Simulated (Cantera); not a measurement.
Input: 1 mol CuO, 4.5 mol C, 13 mol N2, at 1975 K and 5500 Pa.

Method: chemical equilibrium by Gibbs-energy minimisation in Cantera with the NASA 1993 tables (ideal gas, pure condensed phases). Candidate condensed phases: C, Cu, CuO, Cu2O; 27 gas species. Kinetics and transport are ignored.

Base state: N2 0.871, CO 0.0670, Cu 0.0619, Cu2 0.000234 (mole fractions); condensed: C(graphite) + Cu(l).

### Question
What changes in the equilibrium state with this change: pressure from 5500 Pa to 290000 Pa?

### Answer
```csv
species,before,after
N2,0.871,0.927
CO,0.0670,0.0713
Cu,0.0619,0.00117
Cu2,0.000234,4.45e-6
"C(graphite), mol",3.50,3.50
"Cu(l), mol",0.0695,0.983
```
